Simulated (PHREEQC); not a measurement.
## Nickel, zinc or cadmium bath: an equilibrium model

Make-up at 20 °C: 0.0081 mol CdCl2, 0.00069 mol KCl and 0.29 mol H2SO4 per kg of water. Closed to the air; pH follows from the charge balance.

Computed with PHREEQC (ion-association model, phreeqc.dat).

Each row changes one thing in this solution. No solid was allowed to form.

```
case                                            pH  ionic strength (mol/kgw)  HSO4- (mol/kgw)  SO4-2 (mol/kgw)  Cl- (mol/kgw)
--------------------------------------------  ----  ------------------------  ---------------  ---------------  -------------
as made                                       0.59                     0.379            0.251           0.0355         0.0154
diluted 2-fold with water                     0.86                     0.204            0.118           0.0251            [?]
KCl replaced by KHSO4 at the same molality    0.59                     0.379            0.251           0.0356         0.0148
CdCl2 replaced by ZnCl2 at the same molality  0.59                     0.382            0.251           0.0357            [?]
KCl left out                                  0.59                     0.378            0.251           0.0355         0.0148
```

### Question
Complete the blanks.

### Answer

- diluted 2-fold with water, Cl- (mol/kgw): 0.00798
- CdCl2 replaced by ZnCl2 at the same molality, Cl- (mol/kgw): 0.0168

Complexes and solids missing from the database can't appear.
